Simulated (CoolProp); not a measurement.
Properties of hydrogen chloride at several states.

Values from CoolProp's reference Helmholtz-energy equation of state, Thol 2018.

| T (K) | p (MPa) | phase | density (kg/m³) | cp (kJ/(kg K)) | speed of sound (m/s) | Joule-Thomson coefficient (K/MPa) | fugacity coefficient |
|---|---|---|---|---|---|---|---|
| 595.3 | 11.2 | supercritical | 87.14 | 0.9264 | 437.3 | 3.215 | 0.9419 |
| 405.9 | 0.0334 | gas | 0.3611 | 0.8009 | 359.7 | 8.167 | 0.9992 |
| 303.8 | 18.1 | liquid | 885.9 | 1.924 | 647.4 | 0.1745 | 0.2619 |
| 182.7 | 1.56 | liquid | 1200 | 1.654 | 1121 | -0.3182 | 0.04742 |
| 469.3 | 16.4 | supercritical | 189.2 | 1.245 | 378.6 | 4.028 | 0.8075 |
| 257.1 | 2.53 | liquid | 990.6 | 1.857 | 746.2 | -0.03865 | 0.5618 |
